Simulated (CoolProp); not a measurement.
Model: reference Helmholtz-energy equation of state, Gao 2022, in CoolProp.

Q: Give the vapour pressure (MPa), liquid density (kg/m³), vapour density (kg/m³), liquid cp (kJ/(kg K)) of saturated n-perfluorohexane at 298.9, 335.1 K.

A: 
```csv
T (K),p (MPa),liquid density (kg/m³),vapour density (kg/m³),liquid cp (kJ/(kg K))
298.9,0.0304,1670,4.24,1.05
335.1,0.119,1560,15.5,1.11
```
